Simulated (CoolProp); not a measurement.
CH2F2 (R32) at 298.15 K and 0.802 MPa is throttled through a valve to 0.118 MPa with no heat exchange. Each further row changes one setting.

Computed with CoolProp (reference Helmholtz-energy equation of state, Tillner-Roth 1997).

| case | temperature change (K) | final density (kg/m³) |
|---|---|---|
| as stated | -19.1 | … |
| outlet pressure 0.0354 MPa | … | 0.806 |
| outlet pressure 0.153 MPa | … | … |

Complete the blanks.


- as stated, final density (kg/m³): 2.70
- outlet pressure 0.0354 MPa, temperature change (K): -21.8
- outlet pressure 0.153 MPa, temperature change (K): -18.0
- outlet pressure 0.153 MPa, final density (kg/m³): 3.50
